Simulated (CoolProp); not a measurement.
Ammonia along the isotherm -1.15 °C: density (kg/m³) from the reference equation and from simpler models built on Tc = 132.4 °C, pc = 11360 kPa, ω = 0.256; each cubic takes its own stable root.

Values from CoolProp's reference Helmholtz-energy equation of state, Gao 2020.

```tsv
p (kPa)	phase	reference
180	gas	1.394
303	gas	2.397
512	liquid	640.3
864	liquid	640.5
1460	liquid	640.9
2460	liquid	641.6
4150	liquid	642.8
7000	liquid	644.7
11800	liquid	647.8
19900	liquid	652.8
33700	liquid	660.6
56800	liquid	672.4
```

**Question.** How far does each simpler model (van der Waals, Redlich-Kwong, Soave-Redlich-Kwong, Peng-Robinson) lie from the reference over these 12 states: mean and median of the absolute difference, and the worst?

**Answer.** 
- van der Waals: mean 52.1 %, median 46.9 %, worst -99.4 % at -1.15 °C and 512 kPa
- Redlich-Kwong: mean 25.9 %, median 23.2 %, worst -99.4 % at -1.15 °C and 512 kPa
- Soave-Redlich-Kwong: mean 17.4 %, median 20.6 %, worst -20.7 % at -1.15 °C and 512 kPa
- Peng-Robinson: mean 8.8 %, median 10.3 %, worst -10.6 % at -1.15 °C and 56800 kPa

At some of these states van der Waals, Redlich-Kwong gives the other phase, because its saturation line lies elsewhere.
